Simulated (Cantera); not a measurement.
Charge: 1 mol C2F6, 0.013 mol CH4, held at 100 Torr.

Method: chemical equilibrium by Gibbs-energy minimisation in Cantera with the NASA 1993 tables (ideal gas, pure condensed phases). Candidate condensed phases: C, C6H6, C7H8, C8H18; 95 gas species. The feed counts by its element totals alone. The tables' values for C2F4 are old estimates; treat these amounts as uncertain. Gases not in the tables: C2F6 and larger saturated fluorocarbons. Equilibrium is a limit: real reactors are often held back by kinetics, nucleation or transport.

x: gas mole fraction; n: condensed amount in mol.

```
T (°C)  x CF4     x CF2    x HF       x F     x CF3    x CF  n C(graphite)
------  -----  --------  ------  --------  --------  ------  -------------
702     0.966  6.09e-10  0.0338  1.05e-11   2.71e-9  <1e-12          0.526
852     0.966   6.33e-8  0.0338   1.89e-9   1.16e-7  <1e-12          0.526
1002    0.966   2.18e-6  0.0338   1.01e-7   2.03e-6       ?          0.526
1152    0.966   3.54e-5  0.0338   2.33e-6   1.94e-5       ?          0.526
1302    0.966  0.000334  0.0338   2.97e-5  0.000120       ?          0.526
1452    0.963   0.00211  0.0337  0.000243  0.000538       ?          0.524
1602    0.953   0.00986  0.0336   0.00142   0.00188       ?          0.518
1752    0.919    0.0359  0.0330   0.00634   0.00533       ?          0.498
1902    0.828     0.105  0.0313    0.0227    0.0124       ?          0.443
```

Question: Some entries are withheld; supply them.

Answer: 
- 1002, x CF: 1.51e-12
- 1152, x CF: 1.89e-10
- 1302, x CF: 9.30e-9
- 1452, x CF: 2.31e-7
- 1602, x CF: 3.40e-6
- 1752, x CF: 3.33e-5
- 1902, x CF: 0.000232
